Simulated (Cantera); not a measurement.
Input: 1 mol CCl4, 0.028 mol HCl, equilibrated at 2600 K.

Cantera equilibrium calculation (NASA polynomials, part measured and part estimated; ideal gas, pure solids and liquids). Candidate condensed phases: C, C6H6, C7H8, C8H18; 91 gas species. The numbers say what is thermodynamically allowed, not how fast it happens.

x: gas mole fraction; n: condensed amount in mol.

```tsv
P (Pa)	x Cl	x C3	x Cl2	x C	x C2	x HCl	n C(graphite)
1	0.891	0.0550	4.22e-7	0.0392	0.00822	5.30e-5	0
5.20	0.935	0.0426	2.41e-6	0.0120	0.00400	0.000292	0.358
27	0.982	(withheld)	(withheld)	(withheld)	(withheld)	(withheld)	(withheld)
140	0.991	0.00158	7.31e-5	0.000446	0.000149	0.00395	0.978
720	0.992	(withheld)	(withheld)	(withheld)	(withheld)	(withheld)	0.996
3700	0.991	5.99e-5	0.00193	1.69e-5	5.62e-6	0.00677	0.999
19000	0.983	1.17e-5	0.00976	3.28e-6	1.09e-6	0.00698	0.999
100000	0.945	2.21e-6	0.0474	6.24e-7	2.08e-7	0.00728	0.995
```

Complete the blanks.


- 720, x C3: 0.000308
- 720, x Cl2: 0.000377
- 720, x C: 8.66e-5
- 720, x C2: 2.89e-5
- 720, x HCl: 0.00606
- 27, x C3: 0.00820
- 27, x Cl2: 1.38e-5
- 27, x C: 0.00231
- 27, x C2: 0.000770
- 27, x HCl: 0.00139
- 27, n C(graphite): 0.882
